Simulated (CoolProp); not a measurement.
Properties of n-heptane along the isotherm 600 K (Tc = 541.2 K, pc = 2774 kPa, ω = 0.349).

Model: reference Helmholtz-energy equation of state, Span 2003, in CoolProp. It is a short technical equation, of lower accuracy than the large ones.

```tsv
p (kPa)	phase	cp (kJ/(kg K))	speed of sound (m/s)	isothermal compressibility (1/MPa)	expansivity (1/kK)	fugacity coefficient
87.7	gas	2.874	___	11.49	1.714	0.9924
166	gas	2.879	223.4	6.113	1.759	0.9857
315	gas	___	220.6	3.267	1.848	___
598	gas	2.912	215.1	1.770	2.038	0.9488
1130	gas	2.964	204.3	0.9949	2.483	___
2150	gas	3.120	181.2	0.6080	3.851	0.8203
4070	supercritical	3.919	___	0.4796	10.85	___
7720	supercritical	___	234.5	0.06635	5.365	0.4716
14600	supercritical	3.378	406.3	0.01656	2.406	0.3545
27700	supercritical	3.274	596.2	0.006546	1.443	0.3305
```

**Question.** Some entries are withheld; supply them.

**Answer.** 
- 87.7, speed of sound (m/s): 224.8
- 315, cp (kJ/(kg K)): 2.890
- 315, fugacity coefficient: 0.9729
- 1130, fugacity coefficient: 0.9040
- 4070, speed of sound (m/s): 136.9
- 4070, fugacity coefficient: 0.6707
- 7720, cp (kJ/(kg K)): 3.665
